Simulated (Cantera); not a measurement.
An isothermal, constant-pressure homogeneous reactor starts with 2.44 % H₂, 97.6 % O₂, at 1275 K and 0.0207 atm.

Computed with Cantera and the H2/O2 subset of GRI-Mech 3.0, which has no nitrogen chemistry. Radical loss at walls, strong at low pressure, is not modelled.

x: mole fraction; the columns are a selection and need not sum to one.

```tsv
t (s)	x H₂	x O₂	x H₂O₂	x HO₂	x H
2.00e-6	0.0244	0.976	<1e-12	2.62e-10	2.49e-10
8.40e-6	0.0244	0.976	<1e-12	1.10e-9	9.02e-10
3.53e-5	0.0244	0.976	<1e-12	4.61e-9	2.50e-9
0.000148	0.0244	0.976	8.18e-12	1.94e-8	8.70e-9
0.000621	0.0244	0.976	1.41e-10	8.68e-8	4.19e-7
0.00261	0.000755	0.955	1.03e-7	2.80e-6	0.00246
0.0110	0.000191	0.958	5.87e-8	2.20e-6	0.00146
0.0460	9.92e-5	0.966	5.29e-8	1.67e-6	0.000527
0.193	1.94e-5	0.973	3.19e-8	7.02e-7	4.44e-5
0.811	___	0.975	___	___	___
3.40	1.84e-7	0.975	1.88e-9	2.31e-8	4.15e-8
14.3	___	0.975	3.77e-10	___	___
60.0	9.99e-9	0.975	1.64e-10	1.73e-8	5.33e-10
```

Task: Fill in the missing entries.

Result: 
- 0.811, x H₂: 1.84e-6
- 0.811, x H₂O₂: 9.62e-9
- 0.811, x HO₂: 1.38e-7
- 0.811, x H: 1.30e-6
- 14.3, x H₂: 2.72e-8
- 14.3, x HO₂: 1.32e-8
- 14.3, x H: 2.38e-9
